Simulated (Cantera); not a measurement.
Mixture: 10.0 % CO, 1.10 % H2, 22.1 % CH4, 14.1 % O2, 52.7 % N2, equivalence ratio 3.5, at 9.87 atm, adiabatic and at constant volume. Ignition delay is the time to a rise of 400 K.

Detailed kinetics in Cantera: GRI-Mech 3.0 (53 species, 325 reactions). Below about 1000 K GRI-Mech 3.0 lacks low-temperature oxidation paths. Below about 950 K walls govern HO2 and H2O2 in real vessels.

Task: Predict: delay at 875 K; delay at 975 K; delay at 1075 K; delay at 1175 K; delay at 1275 K; delay at 1375 K; apparent activation energy between 1175 and 1375 K.

Result: 
| Item | Value |
|---|---|
| delay at 875 K | 0.389 s |
| delay at 975 K | 98.4 ms |
| delay at 1075 K | 33.5 ms |
| delay at 1175 K | 11.1 ms |
| delay at 1275 K | 3.62 ms |
| delay at 1375 K | 1.21 ms |
| apparent activation energy between 1175 and 1375 K | 150 kJ/mol |
